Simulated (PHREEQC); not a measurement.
Solution (25 °C): 0.2 mol/kgw SrCl2 and 3.6e-05 mol/kgw CO2. Closed to the air; pH follows from the charge balance.

Equilibrium calculation in PHREEQC: ion-association model, phreeqc.dat.

Q: The ionic strength comes out as 0.600 mol/kgw. What activity coefficients do HCO3-, Cl-, SrHCO3+, H+, Sr+2 get?

A: HCO3- 0.68, Cl- 0.64, SrHCO3+ 0.68, H+ 0.76, Sr+2 0.25.

Precipitation was switched off in this run. Complexes and solids missing from the database can't appear.
